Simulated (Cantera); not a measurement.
An adiabatic, constant-volume homogeneous reactor starts with CH4 : C2H6 : O2 : N2 = 1 : 0.042 : 2.75 : 33 (molar parts), at 1725 K and 500000 Pa. Integrator tolerance rtol = 1e-08.

Computed with Cantera and GRI-Mech 3.0 (53 species, 325 reactions).

Question: What does this change do: initial temperature 1725 to 1225 K?

Answer: 
| quantity | before | after |
|---|---|---|
| time of steepest temperature rise | 51.4 µs | 7.66 ms |
| temperature at 0.600 s | 2456 K | 2043 K |
| equilibrium temperature | 2456 K | 2040 K |
| x(CH4) at 0.600 s | <1e-12 (gas-phase equilibrium <1e-12) | <1e-12 (gas-phase equilibrium <1e-12) |
| x(C2H6) at 0.600 s | <1e-12 (gas-phase equilibrium <1e-12) | <1e-12 (gas-phase equilibrium <1e-12) |
| x(O2) at 0.600 s | 0.0141 (gas-phase equilibrium 0.0141) | 0.0155 (gas-phase equilibrium 0.0151) |
| x(OH) at 0.600 s | 0.00292 (gas-phase equilibrium 0.00292) | 0.000586 (gas-phase equilibrium 0.000575) |
| x(O) at 0.600 s | 0.000519 (gas-phase equilibrium 0.000519) | 4.01e-5 (gas-phase equilibrium 3.88e-5) |
| x(NO) at 0.600 s | 0.00588 (gas-phase equilibrium 0.00588) | 0.00160 (gas-phase equilibrium 0.00245) |
| x(CH2) at 0.600 s | <1e-12 (gas-phase equilibrium <1e-12) | <1e-12 (gas-phase equilibrium <1e-12) |

Question: What does this change do: CH4 1 to 0.48 parts?

Answer: 
```tsv
quantity	before	after
time of steepest temperature rise	51.4 µs	29.8 µs
temperature at 0.600 s	2456 K	2135 K
equilibrium temperature	2456 K	2135 K
x(CH4) at 0.600 s	<1e-12 (gas-phase equilibrium <1e-12)	<1e-12 (gas-phase equilibrium <1e-12)
x(C2H6) at 0.600 s	<1e-12 (gas-phase equilibrium <1e-12)	<1e-12 (gas-phase equilibrium <1e-12)
x(O2) at 0.600 s	0.0141 (gas-phase equilibrium 0.0141)	0.0425 (gas-phase equilibrium 0.0424)
x(OH) at 0.600 s	0.00292 (gas-phase equilibrium 0.00292)	0.000880 (gas-phase equilibrium 0.000878)
x(O) at 0.600 s	0.000519 (gas-phase equilibrium 0.000519)	0.000148 (gas-phase equilibrium 0.000147)
x(NO) at 0.600 s	0.00588 (gas-phase equilibrium 0.00588)	0.00505 (gas-phase equilibrium 0.00525)
x(CH2) at 0.600 s	<1e-12 (gas-phase equilibrium <1e-12)	<1e-12 (gas-phase equilibrium <1e-12)
```

Question: What does this change do: pressure from 500000 Pa to 110000 Pa?

Answer: 
| quantity | before | after |
|---|---|---|
| time of steepest temperature rise | 51.4 µs | 0.138 ms |
| temperature at 0.600 s | 2456 K | 2425 K |
| equilibrium temperature | 2456 K | 2425 K |
| x(CH4) at 0.600 s | <1e-12 (gas-phase equilibrium <1e-12) | <1e-12 (gas-phase equilibrium <1e-12) |
| x(C2H6) at 0.600 s | <1e-12 (gas-phase equilibrium <1e-12) | <1e-12 (gas-phase equilibrium <1e-12) |
| x(O2) at 0.600 s | 0.0141 (gas-phase equilibrium 0.0141) | 0.0149 (gas-phase equilibrium 0.0149) |
| x(OH) at 0.600 s | 0.00292 (gas-phase equilibrium 0.00292) | 0.00386 (gas-phase equilibrium 0.00386) |
| x(O) at 0.600 s | 0.000519 (gas-phase equilibrium 0.000519) | 0.000974 (gas-phase equilibrium 0.000974) |
| x(NO) at 0.600 s | 0.00588 (gas-phase equilibrium 0.00588) | 0.00570 (gas-phase equilibrium 0.00570) |
| x(CH2) at 0.600 s | <1e-12 (gas-phase equilibrium <1e-12) | <1e-12 (gas-phase equilibrium <1e-12) |
